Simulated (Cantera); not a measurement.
Feed: 1 mol BCl3, 3.7 mol H2O, 1 mol N2, 16 mol NH3, equilibrated at 32.0 Pa.

Method: chemical equilibrium by Gibbs-energy minimisation in Cantera with the NASA 1993 tables (ideal gas, pure condensed phases). Candidate condensed phases: B, BN, B2O3, B3O3H3, H2O, NH4Cl; 49 gas species. The tables' values for BOCl are old estimates; treat these amounts as uncertain. Kinetics and transport are ignored.

Q: At 1600 K, list the 5 most abundant gas species with their mole fractions, and the condensed phases.

A: H2 0.618, N2 0.232, HCl 0.0771, H2O 0.0449, HBO2 0.0242. Condensed: gas only.
